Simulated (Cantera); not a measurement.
Moist CO burnout

An isothermal, constant-pressure homogeneous reactor starts with 0.452 % CO, 1.37 % O₂, 0.0118 % H₂O, 98.2 % N₂, at 1125 K and 3750 Torr.

Model: GRI-Mech 3.0 (53 species, 325 reactions), integrated in Cantera.

```csv
t (s),x CO,x O₂,x H₂O,x H₂,x OH
0.000600,0.00452,0.0137,0.000118,<1e-12,6.97e-12
0.00133,0.00452,0.0137,0.000118,<1e-12,1.62e-11
0.00293,0.00452,0.0137,0.000118,<1e-12,3.84e-11
0.00648,0.00452,0.0137,0.000118,4.78e-12,9.62e-11
0.0143,0.00452,0.0137,0.000118,3.14e-11,2.80e-10
0.0317,0.00451,0.0137,0.000118,3.40e-10,1.19e-9
0.0701,0.00449,0.0137,0.000118,1.58e-8,9.79e-9
0.155,0.00434,0.0137,0.000117,2.47e-7,2.07e-8
0.343,0.00397,0.0135,0.000117,5.10e-7,2.28e-8
0.757,0.00322,0.0131,0.000117,5.19e-7,2.36e-8
1.67,0.00206,0.0125,0.000117,3.54e-7,2.35e-8
3.70,0.000826,0.0119,0.000118,1.48e-7,2.36e-8
8.18,0.000131,0.0116,0.000118,2.15e-8,2.64e-8
18.1,1.12e-6,0.0115,0.000118,1.16e-10,3.94e-8
40.0,6.46e-10,0.0115,0.000118,2.04e-12,1.52e-8
```
x: mole fraction; the columns are a selection and need not sum to one.

Equilibrium at this temperature and pressure: CO 5.04e-11, O₂ 0.0115, H₂O 0.000118, H₂ 1.19e-12, OH 1.13e-8 (gas phase only).
